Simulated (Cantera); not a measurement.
Feed: 1 mol SiCl4, 2.1 mol HCl, 9.6 mol H2, at 848.15 K and 0.133 bar.

Equilibrium computed with Cantera from the NASA thermochemical tables; the gas is ideal and each condensed phase is pure. Candidate condensed phases: Si; 19 gas species. The numbers say what is thermodynamically allowed, not how fast it happens.

Q: What is the equilibrium state?

A: 
| Quantity | Result |
|---|---|
| x(H2) | 0.755 |
| x(HCl) | 0.166 |
| x(SiCl4) | 0.0782 |
| x(SiHCl3) | 0.000578 |
| x(SiCl3) | 3.15e-6 |
| gas amount | 12.70 mol |
| log10 activity of Si(s) (absent) | -6.67 |
